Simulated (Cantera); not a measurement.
A perfectly stirred reactor is fed with 27.0 % H2, 73.0 % O2, equivalence ratio 0.18, at 0.00266 atm; it is held at 1198 K, and followed from long to short residence time.

Computed with Cantera and the H2/O2 subset of GRI-Mech 3.0, which has no nitrogen chemistry. Radical loss at walls, strong at low pressure, is not modelled. The temperature is held fixed by assumption; the heat of reaction is taken as removed at once.

Question: Predict: x(H2) at τ = 0.750 s; x(O2) at τ = 0.750 s; x(OH) at τ = 0.750 s; x(H2O) at τ = 0.750 s; x(H2O2) at τ = 0.750 s; x(H2) at τ = 29.0 ms; x(O2) at τ = 29.0 ms; x(OH) at τ = 29.0 ms; x(H2O) at τ = 29.0 ms; x(H2O2) at τ = 29.0 ms.

Answer: 
- x(H2) at τ = 0.750 s = 0.00612
- x(O2) at τ = 0.750 s = 0.659
- x(OH) at τ = 0.750 s = 0.00755
- x(H2O) at τ = 0.750 s = 0.283
- x(H2O2) at τ = 0.750 s = 1.20e-7
- x(H2) at τ = 29.0 ms = 0.0195
- x(O2) at τ = 29.0 ms = 0.600
- x(OH) at τ = 29.0 ms = 0.0120
- x(H2O) at τ = 29.0 ms = 0.202
- x(H2O2) at τ = 29.0 ms = 7.82e-8
